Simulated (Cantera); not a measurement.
A closed system holds: 1 mol Ti, 0.22 mol CH4, at 0.310 bar.

Method: chemical equilibrium by Gibbs-energy minimisation in Cantera with the NASA 1993 tables (ideal gas, pure condensed phases). Candidate condensed phases: C, C6H6, C7H8, C8H18, Ti, TiC; 77 gas species. Mutual solubility and eutectic melting of coexisting phases are not modelled. TiC: taken at fixed stoichiometry. Condensed phases not in the tables: N, O or C dissolved in the metal. The numbers say what is thermodynamically allowed, not how fast it happens. All values below are at 2050 K.

Base state: H2 0.996, H 0.00407, Ti 6.09e-5 (mole fractions); condensed: Ti(l) + TiC(s).

What changes in the equilibrium state with this change: CH4 from 0.22 to 4.1 mol?


```tsv
species	before	after
H2	0.996	0.995
H	0.00407	0.00406
C2H2 (acetylene)	<1e-9	0.00106
CH4	1.19e-8	0.000114
Ti	6.09e-5	6.32e-9
Ti(l), mol	0.780	0
TiC(s), mol	0.220	1.00
C(graphite), mol	0	3.08
```
